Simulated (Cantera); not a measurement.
# Adiabatic ignition

An adiabatic, constant-pressure homogeneous reactor starts with 21.2 % CO, 10.4 % H2, 14.4 % O2, 54.1 % N2, equivalence ratio 1.1, at 1298 K and 760 Torr.

Model: GRI-Mech 3.0 (53 species, 325 reactions), integrated in Cantera.

```csv
t (s),T (K),x CO,x H2,x O2,x NO,x HO2
1.00e-6,1298,0.212,0.104,0.144,<1e-12,5.86e-9
3.14e-6,1298,0.212,0.104,0.144,<1e-12,2.04e-8
9.85e-6,1298,0.212,0.104,0.144,<1e-12,1.81e-7
3.09e-5,1316,0.210,0.0915,0.137,1.16e-8,4.97e-5
9.70e-5,2178,0.121,0.0158,0.0445,8.21e-5,7.12e-6
0.000305,2598,0.106,0.0113,0.0349,0.000565,4.54e-6
0.000956,2738,0.0962,0.00954,0.0290,0.00313,5.53e-6
0.00300,2733,0.0963,0.00961,0.0270,0.00804,5.21e-6
0.00942,2730,0.0964,0.00965,0.0261,0.0102,5.05e-6
0.0296,2730,0.0964,0.00965,0.0261,0.0102,5.05e-6
0.0928,2730,0.0964,0.00965,0.0261,0.0102,5.05e-6
0.291,2730,0.0964,0.00965,0.0261,0.0102,5.05e-6
0.914,2730,0.0964,0.00965,0.0261,0.0102,5.05e-6
2.87,2730,0.0964,0.00965,0.0261,0.0102,5.05e-6
9.00,2730,0.0964,0.00965,0.0261,0.0102,5.05e-6
```
x: mole fraction; the columns are a selection and need not sum to one.

The time of steepest temperature rise comes out as 38.0 µs and the temperature at 9.00 s is 2730 K. The equilibrium temperature is 2730 K and the x(CO) at 9.00 s is 0.0964 (gas-phase equilibrium 0.0964). The x(H2) at 9.00 s is 0.00965 (gas-phase equilibrium 0.00965). The x(O2) at 9.00 s is 0.0261 (gas-phase equilibrium 0.0261).
